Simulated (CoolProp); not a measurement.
Computed with CoolProp (reference Helmholtz-energy equation of state, Lemmon 2005). It is a short technical equation, of lower accuracy than the large ones.

### Question
For isobutene, give the phase and the cp (kJ/(kg K)), cv (kJ/(kg K)), Joule-Thomson coefficient (K/MPa) at 512.3 K and 0.228 bar; 512.3 K and 20.1 bar.

### Answer
- 512.3 K and 0.228 bar: gas; cp 2.37, cv 2.22, Joule-Thomson coefficient 4.83
- 512.3 K and 20.1 bar: gas; cp 2.48, cv 2.25, Joule-Thomson coefficient 5.28
